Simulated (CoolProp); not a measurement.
A single-stage vapour-compression cycle with the fluid: evaporating at 283.15 K (dew point), condensing at 338.15 K (bubble point), superheat 0 K, subcooling 2 K, compressor efficiency 0.75, no pressure losses. The same conditions are run with several fluids, on thermodynamics alone (safety and materials aside).

The numbers come from the reference Helmholtz-energy equation of state of each fluid (n-perfluoropentane: Gao 2022; n-butane: Bücker 2006; neopentane: Lemmon 2006; R124: de Vries 1995; fluoroethane (R161): Wu 2012; R1224YDZ: Akasaka 2023) in CoolProp.

```
fluid                cooling COP  pressure ratio  discharge temperature (K)  refrigerating effect (kJ/kg)  volumetric capacity (kJ/m³)
-------------------  -----------  --------------  -------------------------  ----------------------------  ---------------------------
n-perfluoropentane          2.17            6.77                      338.2                          39.3                          234
n-butane                    2.94            4.85                      340.4                           243                          939
neopentane                  2.81            5.05                      338.1                           189                          625
R124                        2.78            4.80                      342.8                          92.9                         1370
fluoroethane (R161)         2.82            4.03                      367.4                           237                         3310
R1224YDZ                    2.94            6.01                      339.6                           109                          603
```

The compression ends wet for: n-perfluoropentane; neopentane.
